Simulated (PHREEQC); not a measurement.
**Buffer**

Solution (24 °C): 0.0011 mol/kgw KHCO3, 0.0038 mol/kgw Na2B4O7 and 0.0215 mol/kgw KCl. Closed to the air; pH follows from the charge balance.

The numbers come from PHREEQC with the ion-association model, wateq4f.dat.

```
Item                       Value
----------------  --------------
pH                          9.15
ionic strength    0.0303 mol/kgw
total alkalinity     8.70 meq/kg
```

| species | molality | activity | log γ |
|---|---|---|---|
| K+ | 0.0226 | 0.0191 | -0.073 |
| Cl- | 0.0215 | 0.0182 | -0.073 |
| H3BO3 | 0.00773 | 0.00778 | 0.003 |
| Na+ | 0.00759 | 0.00646 | -0.070 |
| H2BO3- | 0.00747 | 0.00625 | -0.078 |
| HCO3- | 0.000985 | 0.000843 | -0.068 |
| CO3-2 | 0.000103 | 5.51e-5 | -0.271 |
| OH- | 1.56e-5 | 1.32e-5 | -0.074 |
| NaCO3- | 7.37e-6 | 6.30e-6 | -0.068 |
| NaHCO3 | 3.04e-6 | 3.06e-6 | 0.003 |
| CO2 | 1.34e-6 | 1.35e-6 | 0.003 |

No solid was allowed to form. Complexes and solids missing from the database can't appear.
